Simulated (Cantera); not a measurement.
Input (Python, Cantera):

```python
import numpy as np
import cantera as ct

gas = ct.Solution("gri30.yaml")
gas.TPX = 1550, 280, {'C2H6': 1, 'N2': 100}
inlet = ct.Reservoir(gas, clone=True)

reactor = ct.IdealGasConstPressureReactor(gas, energy="off", clone=False)
exhaust = ct.Reservoir(gas, clone=True)
tau = [2.4, 0.95, 0.38, 0.15, 0.059, 0.024, 0.0094][0]
for a, b in ((inlet, reactor), (reactor, exhaust)):
    ct.MassFlowController(a, b, mdot=lambda t: reactor.mass / tau)
net = ct.ReactorNet([reactor])
show = ['C2H6', 'C2H', 'CH4', 'H2', 'HCN', 'CH3']

rows = []
print(f"{'tau/s':>10s}{'T/K':>9s}" + "".join(f"{s:>11s}" for s in show))
for tau in [2.4, 0.95, 0.38, 0.15, 0.059, 0.024, 0.0094]:
    net.initial_time = 0.0
    net.advance(30 * tau)
    before = gas.X
    net.advance(40 * tau)
    drift = np.max(np.abs(gas.X - before) / (gas.X + 1e-9))
    rows.append([gas.T, *gas[show].X, drift])
    print(f"{tau:10.3e}{gas.T:9.1f}" + "".join(f"{x:11.3e}" for x in gas[show].X))
```

Output:

```
     tau/s      T/K       C2H6        C2H        CH4         H2        HCN        CH3
 2.400e+00   1550.0  4.479e-05  3.058e-07  1.114e-03  1.701e-02  3.911e-05  3.229e-04
 9.500e-01   1550.0  1.063e-04  3.309e-07  1.461e-03  1.591e-02  2.520e-05  5.078e-04
 3.800e-01   1550.0  2.477e-04  3.500e-07  1.780e-03  1.435e-02  1.605e-05  7.918e-04
 1.500e-01   1550.0  5.788e-04  3.464e-07  1.934e-03  1.214e-02  9.905e-06  1.231e-03
 5.900e-02   1550.0  1.336e-03  2.908e-07  1.728e-03  9.249e-03  5.792e-06  1.855e-03
 2.400e-02   1550.0  2.866e-03  1.756e-07  1.141e-03  6.001e-03  3.037e-06  2.493e-03
 9.400e-03   1550.0  5.543e-03  5.227e-08  4.576e-04  2.744e-03  1.126e-06  2.606e-03
```

Cantera simulation using GRI-Mech 3.0 (53 species, 325 reactions); the numbers are that mechanism's predictions, not measurements. GRI-Mech 3.0 stops at C3 and has no aromatics, soot or wall deposition, so with more carbon than oxygen in the feed, carbon stays in small species such as C2H2 where larger ones or solid carbon would form. Radical loss at walls, strong at low pressure, is not modelled.
